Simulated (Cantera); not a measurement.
## PbO + H2 + N2 (hydrogen reduction and annealing atmospheres)

A closed system holds: 1 mol PbO, 2300 mol H2, 1 mol N2, held at 1702 °C and 188 Torr.

Equilibrium computed with Cantera from the NASA thermochemical tables; the gas is ideal and each condensed phase is pure. Candidate condensed phases: H2O, Pb, PbO, PbO2, Pb3O4; 27 gas species. The numbers say what is thermodynamically allowed, not how fast it happens.

The x(H2) is 0.996, the x(H) comes out as 0.00273 and the x(Pb) is 0.000434. The x(N2) comes out as 0.000434, the x(H2O) is 0.000434 and the gas amount is 2305 mol. The log10 activity of Pb(l) (absent) is -3.86.
